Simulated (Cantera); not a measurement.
Input: 1 mol Si3N4, 3.8 mol H2, at 1500 °C and 1.00 Torr.

These are equilibrium values from Cantera (NASA tables, ideal gas, pure condensed phases), not measurements of a reactor. Candidate condensed phases: Si, Si3N4; 18 gas species. The tables' values for SiN are old estimates; treat these amounts as uncertain. Gases not in the tables: Si2H6 and higher silanes. Rates play no part.

Base state: H2 0.649, N2 0.343, H 0.00628, Si 0.00160, SiH 5.80e-5, Si2N 2.72e-5, SiN 1.64e-5, SiH2 1.60e-5 (mole fractions); condensed: Si(l).

**Question.** What changes in the equilibrium state with this change: pressure from 1.00 Torr to 10.0 Torr?

**Answer.** 
```
species      before     after
----------  -------  --------
H2            0.649     0.653
N2            0.343     0.344
H           0.00628   0.00199
Si          0.00160  0.000160
Si2N        2.72e-5   8.62e-6
SiN         1.64e-5   5.20e-6
SiH         5.80e-5   1.84e-5
SiH2        1.60e-5   1.61e-5
Si(l), mol     2.99      3.00
```
